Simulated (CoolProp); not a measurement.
Vapour-liquid equilibrium of CHF3 (R23) (1) + sulfur hexafluoride (2) at 1.59 MPa; x and y are mole fractions of (1).

Values from CoolProp's multi-fluid Helmholtz-energy mixture model, Penoncello 2003 and Guder 2009; pair parameters Bell 2016.

```tsv
x	bubble temperature (°C)	y at the bubble point	dew temperature at overall composition x (°C)	liquid density (mol/L)
0.05	3.6	0.136	7.0	10.54
0.125	-2.4	0.285	4.0	10.95
0.2	-6.5	0.387	1.0	11.31
0.275	-9.4	0.462	-2.0	11.64
0.35	-11.5	0.521	-5.0	11.96
0.425	-13.0	0.571	-8.0	12.31
0.5	-14.3	0.616	-10.7	12.68
0.575	-15.2	0.660	-13.2	13.09
0.65	-15.9	0.705	-15.0	13.55
0.725	-16.4	0.753	-16.1	14.05
0.8	-16.6	0.807	-16.6	14.60
0.875	-16.6	0.868	-16.6	15.20
0.95	-16.2	0.942	-16.2	15.85
```

y crosses x between x = 0.8 and 0.875: the model has an azeotrope there.

The pair parameters rest on a limited set of measurements; away from them the model extrapolates.
